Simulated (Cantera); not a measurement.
What does this Cantera script print?

```python
import numpy as np
import cantera as ct

gas_names = [...]  # 113 gases of nasa_gas.yaml made of C, F, H, Si
cond_names = """
    C(gr) C6H6(L) C7H8(L) C8H18(L),n-octa Si(cr) Si(L) SiC(b)
""".split()


# ... load() reads the species with a 1 bar reference pressure and builds the phases ...
atoms = {
    'c-C4F8': {'C': 4, 'F': 8},
    'Si': {'Si': 1},
    'H2': {'H': 2},
}
top_T = {'C(gr)': 4500, 'SiC(b)': 3050}  # K; cautious upper limits of use, not melting points


# ... equilibrate(T, P, feed) seeds the gas with the atoms and calls Mixture.equilibrate('TP', solver="vcs", rtol=1e-11, max_steps=5000) ...
results = []
T = 648.15  # K
P = 150  # Pa
for m in [0.19, 0.28, 0.4, 0.59, 0.86, 1.3, 1.8, 2.7, 3.9, 5.7, 8.3, 12, 18]:
    feed = {'c-C4F8': 1, 'Si': 0.14, 'H2': m}  # mol
    mix = equilibrate(T, P, feed)
    results.append((T, P, feed, dict(zip(mix.species_names, mix.species_moles))))

top = {s: max(r[3][s] / sum(r[3][g] for g in gas_names) for r in results) for s in gas_names}
cols = sorted((s for s in top if top[s] > 1e-05), key=lambda s: -top[s])[:5]
seen = [c for c in cond_names if any(r[3].get(c, 0) > 1e-12 for r in results)]
print("log10 of partial pressures in bar; condensed amounts in mol")
print(f"{'n(H2)':>10s}" + "".join(f"{s[:9]:>10s}" for s in cols + seen))
for T, P, feed, n in results:
    ng = sum(n[g] for g in gas_names)
    print(f"{feed['H2']:10.4g}" + "".join(f"{np.log10(max(n[s] / ng * P / 1e5, 1e-99)):10.3f}" for s in cols)
          + "".join(f"{n.get(c, 0):10.4g}" for c in seen))
```

It prints:

```
log10 of partial pressures in bar; condensed amounts in mol
     n(H2)        HF       CF4        H2      SiF4       CH4     C(gr)
      0.19    -3.603    -2.936   -16.709    -4.037   -31.984     2.235
      0.28    -3.460    -2.972   -16.404    -4.062   -31.374      2.28
       0.4    -3.336    -3.019   -16.133    -4.093   -30.832      2.34
      0.59    -3.212    -3.090   -15.851    -4.138   -30.267     2.435
      0.86    -3.106    -3.186   -15.589    -4.195   -29.744      2.57
       1.3    -3.006    -3.338   -15.313    -4.274   -29.192      2.79
       1.8    -2.940    -3.514   -15.094    -4.350   -28.753      3.04
       2.7    -2.873    -3.898   -14.769    -4.460   -28.103      3.49
       3.9    -2.842   -24.392    -4.459    -4.568    -7.484         4
       5.7    -2.932   -26.642    -3.514    -4.658    -5.594     3.984
       8.3    -3.035   -27.565    -3.258    -4.760    -5.082     3.933
        12    -3.148   -28.296    -3.119    -4.874    -4.804     3.836
        18    -3.285   -29.035    -3.024    -5.010    -4.613      3.65
```

Equilibrium computed with Cantera from the NASA thermochemical tables; the gas is ideal and each condensed phase is pure. The feed counts by its element totals alone. Condensed phases not in the tables: fluorocarbon polymer. Gases not in the tables: C2F6 and larger saturated fluorocarbons.
